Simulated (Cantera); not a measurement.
Feed: 1 mol PbF2, 54 mol N2, equilibrated at 1000 K and 0.300 Pa.

Cantera equilibrium calculation (NASA polynomials, part measured and part estimated; ideal gas, pure solids and liquids). Candidate condensed phases: Pb, PbF2; 12 gas species. The numbers say what is thermodynamically allowed, not how fast it happens.

Base state: N2 0.982, PbF2 0.00665, PbF4 0.00569, Pb 0.00553, PbF 0.000315 (mole fractions); condensed: gas only.

**Question.** What changes in the equilibrium state with this change: temperature from 1000 K to 1698 K?

**Answer.** 
| species | before | after |
|---|---|---|
| N2 | 0.982 | 0.954 |
| F | <1e-9 | 0.0288 |
| Pb | 0.00553 | 0.0134 |
| PbF4 | 0.00569 | 1.72e-5 |
| PbF | 0.000315 | 0.00190 |
